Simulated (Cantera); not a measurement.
Standard-state values (1 bar) from the NASA 1993 polynomials, evaluated with Cantera. Values are per mole of reaction as written; species without (g) are pure solids or liquids, kept so even where they would boil at 1 bar.

2 SO3(g) = 3 O2(g) + 2 S, with ΔH° = 791.6 kJ and ΔS° = 166.2 J/K at 300 K.

### Question
How far is the shortcut ΔG° ≈ ΔH°(300 K) − T·ΔS°(300 K) from the full temperature-dependent value at 598, 648, 698, 748, 798, 848, 898, 948, 998, 1048 K?

### Answer
| T (K) | shortcut (kJ) | full (kJ) | difference (kJ) | difference in log10 K | condensed phases |
|---|---|---|---|---|---|
| 598 | 692.2 | 685.6 | 6.6 | -0.57 | S(l) |
| 648 | 683.8 | 675.3 | 8.5 | -0.69 | S(l) |
| 698 | 675.5 | 664.9 | 10.6 | -0.79 | S(l) |
| 748 | 667.2 | 654.5 | 12.7 | -0.89 | S(l) |
| 798 | 658.9 | 644.0 | 14.9 | -0.98 | S(l) |
| 848 | 650.6 | 633.4 | 17.2 | -1.06 | S(l) |
| 898 | 642.3 | 622.8 | 19.5 | -1.13 | S(l) |
| 948 | 634.0 | 612.1 | 21.9 | -1.21 | S(l) |
| 998 | 625.7 | 601.4 | 24.3 | -1.27 | S(l) |
| 1048 | 617.3 | 590.6 | 26.8 | -1.33 | S(l) |
The shortcut ignores heat capacities and the phase changes listed.
